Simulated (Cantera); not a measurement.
Standard-state values (1 bar) from the NASA 1993 polynomials, evaluated with Cantera. Values are per mole of reaction as written; species without (g) are pure solids or liquids, kept so even where they would boil at 1 bar. The tables' values for SiF₂ are old estimates.

Q: Between 648 and 1348 K, where is each reaction favourable under standard conditions?
- SiF₄(g) → F₂(g) + SiF₂(g)

A: 
- SiF₄(g) → F₂(g) + SiF₂(g): ΔG° is 913 kJ at 648 K and 793 kJ at 1348 K; it stays positive (K < 1). ΔH° is 1020 kJ and ΔS° 168 J/K at 1348 K.
